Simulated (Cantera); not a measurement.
Catalytic stagnation flow on Pt

A jet of 1.96 % H2, 7.13 % O2, 90.9 % N2, equivalence ratio 0.14 at 300 K and 0.120 bar hits a platinum plate 6.7 cm away at a mass flux of 0.12 kg/m²/s; the plate temperature is set and raised in steps from an oxygen-covered start.

Cantera simulation using Deutschmann's 1995 Pt surface mechanism with GRI-Mech 3.0 gas chemistry; the numbers are that mechanism's predictions, not measurements. Catalytic surfaces can have several steady states; this one follows from the mechanism file's or the stated starting coverage.

```
plate T (K)  wall x H2  wall x O2  wall x H2O  wall x OH  θ free Pt   θ O*    θ OH*
-----------  ---------  ---------  ----------  ---------  ---------  -----  -------
500            0.00176     0.0520      0.0354      <1e-8     0.0496  0.932   0.0181
550            0.00175     0.0521      0.0351      <1e-8     0.0524  0.937   0.0103
600            0.00175     0.0521      0.0348      <1e-8     0.0551  0.938  0.00643
650            0.00173     0.0521      0.0346      <1e-8     0.0580  0.938  0.00429
700            0.00164     0.0521      0.0346      <1e-8     0.0638  0.933  0.00310
750            0.00137     0.0519      0.0349      <1e-8     0.0804  0.917  0.00251
```
x: mole fraction at the wall; θ: surface coverage.
